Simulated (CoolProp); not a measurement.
Vapour-liquid equilibrium of R1234yf (1) + R134a (2) at 0.491 MPa; x and y are mole fractions of (1).

Model: multi-fluid Helmholtz-energy mixture model, Lemmon 2022 and Tillner-Roth 1994; pair parameters Bell 2022, in CoolProp.

Task: Give the bubble temperature and the first vapour's composition at x = 0.35, 0.85, 0.95. Is there an azeotrope?

Result: x = 0.35: 286.2 K, y = 0.372; x = 0.85: 286.2 K, y = 0.838; x = 0.95: 286.6 K, y = 0.944. y crosses x between x = 0.55 and 0.65: the model has an azeotrope there.

Pair parameters are fitted to limited data, so mixtures are less certain than the pure fluids.
